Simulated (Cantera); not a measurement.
Input: 1 mol TEOS, 0.13 mol N2O, held at 1275 °C and 0.0130 bar.

Cantera equilibrium calculation (NASA polynomials, part measured and part estimated; ideal gas, pure solids and liquids). Candidate condensed phases: C, C6H6, C7H8, C8H18, H2O, Si, SiC, SiO2, Si2N2O, Si3N4; 151 gas species. The feed counts by its element totals alone. Equilibrium is a limit: real reactors are often held back by kinetics, nucleation or transport.

Base state: H2 0.701, CO 0.289, N2 0.00906, SiO 0.000688, H 0.000226, HCN 0.000117, CH4 1.31e-5, C2H2 (acetylene) 1.10e-5 (mole fractions); condensed: C(graphite) + SiC(s).

Question: What changes in the equilibrium state with this change: N2O from 0.13 to 0.28 mol?

Answer: 
```json
[
 {"species": "H2", "before": "0.701", "after": "0.687"},
 {"species": "CO", "before": "0.289", "after": "0.293"},
 {"species": "N2", "before": "0.00906", "after": "0.0191"},
 {"species": "SiO", "before": "0.000688", "after": "0.000698"},
 {"species": "HCN", "before": "0.000117", "after": "0.000168"},
 {"species": "CH4", "before": "1.31e-5", "after": "1.26e-5"},
 {"species": "C2H2 (acetylene)", "before": "1.10e-5", "after": "1.08e-5"},
 {"species": "C(graphite), mol", "before": "2.89", "after": "2.74"},
 {"species": "SiC(s), mol", "before": "0.990", "after": "0.990"}
]
```
